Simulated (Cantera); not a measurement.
# Thermodynamics of fluorocarbon and chlorocarbon gases, feed C2F6 + H2

Input: 1 mol C2F6, 0.25 mol H2, equilibrated at 13300 Pa.

Method: chemical equilibrium by Gibbs-energy minimisation in Cantera with the NASA 1993 tables (ideal gas, pure condensed phases). Candidate condensed phases: C, C6H6, C7H8, C8H18; 110 gas species. Ions and electrons are included (thermal ionisation). The feed counts by its element totals alone. Gases not in the tables: C2F6 and larger saturated fluorocarbons. Kinetics and transport are ignored.

```csv
T (K),log p F,log p CF2,log p C,log p CF,log p HF,log p H,log p C3,log p C2,n C(graphite)
3000,-1.12,-1.46,-4.30,-2.06,-1.85,-4.54,-3.51,-4.50,0.409
3250,-1.06,-1.84,-3.34,-1.79,-1.93,-3.88,-2.44,-3.41,0.180
3500,-1.03,-2.42,-2.75,-1.81,-2.00,-3.30,-2.22,-2.94,0
3750,-1.01,-3.03,-2.32,-1.91,-2.08,-2.80,-2.24,-2.67,0
4000,-1.01,-3.64,-1.98,-2.06,-2.24,-2.44,-2.40,-2.53,0
4250,-1.02,-4.25,-1.75,-2.27,-2.51,-2.25,-2.73,-2.54,0
4500,-1.02,-4.87,-1.61,-2.52,-2.85,-2.16,-3.25,-2.69,0
4750,-1.02,-5.48,-1.55,-2.81,-3.19,-2.13,-3.89,-2.94,0
5000,-1.03,-6.05,-1.53,-3.10,-3.50,-2.12,-4.55,-3.23,0
```
log p: log10 of the partial pressure in bar; n: condensed amount in mol.

From 3000 K to 3250 K the condensed part is C(graphite). From 3500 K to 5000 K nothing is condensed. The main C-bearing gas is CF2 at 3000 K and C at 5000 K.
